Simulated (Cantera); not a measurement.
A closed system holds: 1 mol SiH2Cl2, 0.37 mol H2O, 47 mol N2O, held at 1898.15 K and 1.00 bar.

Method: chemical equilibrium by Gibbs-energy minimisation in Cantera with the NASA 1993 tables (ideal gas, pure condensed phases). Candidate condensed phases: H2O, NH4Cl, Si, SiO2, Si2N2O, Si3N4; 47 gas species. The tables hold silica as quartz up to 1696 K and as liquid above; real silica turns to tridymite and cristobalite and melts near 1996 K. Equilibrium is a limit: real reactors are often held back by kinetics, nucleation or transport.

**Question.** What is the equilibrium state?

**Answer.** 
```json
{
  "x(N2)": "0.650",
  "x(O2)": "0.307",
  "x(HCl)": "0.0193",
  "x(H2O)": "0.00915",
  "x(Cl)": "0.00785",
  "x(NO)": "0.00626",
  "x(OH)": "0.000403",
  "x(Cl2)": "0.000257",
  "x(O)": "0.000163",
  "n(SiO2(condensed))": "1.000 mol",
  "gas_amount": "72.01 mol",
  "log10 activity of Si(l) (absent)": "-15.18"
}
```
